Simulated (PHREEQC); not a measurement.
**Reverse-osmosis permeate**

A made-up water analysis in mg/L, 25 °C, pH 5.99, pe 10.9: Na 4.87; K 0.025; Ca 2.26; Mg 0.859; Cl 10.2; S(6) as SO4 3.21; Alkalinity as HCO3 2.56; Zn 0.0298.

Valence states are taken as typed.

Model: ion-association model, wateq4f.dat, run in PHREEQC.

Precipitation was switched off in this run.

**Question.** What charge-balance error does the model give?

**Answer.** charge-balance error 0.0 %.

**Question.** In which forms is C present?

**Answer.** CO2 69 %, HCO3- 31 % of the C.

Complexes and solids missing from the database can't appear.
